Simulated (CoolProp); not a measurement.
A closed Brayton cycle with dry air: compressor inlet 329.15 K and 7.3 MPa, high pressure 14.5 MPa, turbine inlet 920 K, compressor efficiency 0.85, turbine efficiency 0.93, recuperator effectiveness 0.8 (on enthalpy, no pinch check). Each further row changes one setting.

Model: reference Helmholtz-energy equation of state, Lemmon 2000, in CoolProp. It is a pseudo-pure fit of the blend.

```tsv
case	thermal efficiency (%)	net work (kJ/kg)	compressor to turbine work	compressor exit (K)	turbine exit (K)
as stated	30.2	73.6	0.54	413.9	780.5
turbine inlet 870 K	28.8	65.0	0.57	413.9	736.8
compressor inlet 339.15 K	29.4	70.8	0.56	426.3	780.5
high pressure 12.3 MPa	27.5	60.1	0.51	392.0	812.1
recuperator effectiveness 0.5	20.3	73.6	0.54	413.9	780.5
```
